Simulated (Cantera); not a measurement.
## Dilute partial oxidation

A perfectly stirred reactor is fed with CH₃OH : O₂ : N₂ = 0.012 : 0.0091 : 1 (molar parts), equivalence ratio 2.0, at 10.0 bar; it is held at 1500 K, and followed from long to short residence time.

Model: GRI-Mech 3.0 (53 species, 325 reactions), integrated in Cantera. GRI-Mech 3.0 was tuned for natural gas; its chemistry of methanol as a main component is partial and can be far from experiment.

| τ (s) | x CH₃OH | x O₂ | x HO₂ | x C₂H₂ | x NO₂ | x OH |
|---|---|---|---|---|---|---|
| 2.7 | 1.05e-6 | 1.95e-5 | 1.25e-8 | 9.16e-6 | <1e-12 | 1.05e-7 |
| 0.88 | 6.81e-7 | 1.21e-5 | 2.02e-8 | 6.44e-7 | 1.58e-12 | 4.98e-7 |
| 0.29 | 1.15e-6 | 2.03e-5 | 4.13e-8 | 5.43e-7 | 4.77e-12 | 9.09e-7 |
| 0.098 | 2.21e-6 | 3.88e-5 | 8.82e-8 | 7.16e-7 | 1.28e-11 | 1.43e-6 |
| 0.032 | 4.51e-6 | 7.83e-5 | 1.94e-7 | 9.60e-7 | 3.34e-11 | 2.26e-6 |
| 0.011 | 8.88e-6 | 0.000152 | 4.08e-7 | 1.14e-6 | 7.93e-11 | 3.60e-6 |
| 0.0036 | 1.79e-5 | 0.000297 | 8.85e-7 | 1.21e-6 | 1.83e-10 | 6.19e-6 |
x: mole fraction; the columns are a selection and need not sum to one.
